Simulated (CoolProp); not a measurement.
Vapour-liquid equilibrium of cis-2-butene (1) + acetone (2) at 0.187 bar; x and y are mole fractions of (1).

Model: multi-fluid Helmholtz-energy mixture model, Lemmon 2005 and Lemmon 2006; pair parameters Bell 2016, in CoolProp.

| x | bubble temperature (K) | y at the bubble point | dew temperature at overall composition x (K) | liquid density (mol/L) |
|---|---|---|---|---|
| 0.05 | 269.3 | 0.611 | 286.1 | 13.90 |
| 0.15 | 253.2 | 0.862 | 283.8 | 13.90 |
| 0.25 | 246.8 | 0.915 | 281.4 | 13.72 |
| 0.35 | 244.1 | 0.934 | 278.6 | 13.50 |
| 0.45 | 242.8 | 0.941 | 275.5 | 13.25 |
| 0.55 | 242.3 | 0.945 | 271.9 | 13.01 |
| 0.65 | 241.9 | 0.948 | 267.5 | 12.78 |
| 0.75 | 241.5 | 0.952 | 262.0 | 12.56 |
| 0.85 | 240.9 | 0.962 | 254.3 | 12.37 |
| 0.95 | 240.0 | 0.982 | 241.7 | 12.21 |

No azeotrope shows between x = 0.05 and 0.95.

Pair parameters are fitted to limited data, so mixtures are less certain than the pure fluids. With so large a gap from Raoult's law the liquid may split in two, which this calculation doesn't test in full.
